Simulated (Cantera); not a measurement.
## Hydrocarbon pyrolysis for carbon deposition

A perfectly stirred reactor is fed with C3H8 : H2 = 1 : 10 (molar parts), at 0.207 atm; it is held at 1450 K, and followed from long to short residence time.

Model: GRI-Mech 3.0 (53 species, 325 reactions), integrated in Cantera. GRI-Mech 3.0 was tuned for natural gas; its chemistry of propane as a main component is partial and can be far from experiment. GRI-Mech 3.0 stops at C3 and has no aromatics, soot or wall deposition, so with more carbon than oxygen in the feed, carbon stays in small species such as C2H2 where larger ones or solid carbon would form.

| τ (s) | x C3H8 | x H2 | x C2H4 | x CH4 | x C2H |
|---|---|---|---|---|---|
| 7.3 | 7.61e-6 | 0.853 | 0.00678 | 0.0646 | 3.48e-9 |
| 2.3 | 2.07e-5 | 0.853 | 0.00726 | 0.0650 | 4.68e-9 |
| 0.71 | 5.44e-5 | 0.851 | 0.00826 | 0.0672 | 6.50e-9 |
| 0.22 | 0.000138 | 0.849 | 0.0104 | 0.0708 | 8.89e-9 |
| 0.068 | 0.000345 | 0.846 | 0.0149 | 0.0749 | 1.16e-8 |
| 0.021 | 0.000856 | 0.843 | 0.0233 | 0.0784 | 1.38e-8 |
| 0.0066 | 0.00210 | 0.840 | 0.0360 | 0.0801 | 1.41e-8 |
| 0.0021 | 0.00510 | 0.840 | 0.0499 | 0.0784 | 1.13e-8 |
| 0.00064 | 0.0129 | 0.845 | 0.0578 | 0.0704 | 6.07e-9 |
| 0.00020 | 0.0316 | 0.860 | 0.0496 | 0.0513 | 1.63e-9 |
x: mole fraction; the columns are a selection and need not sum to one.
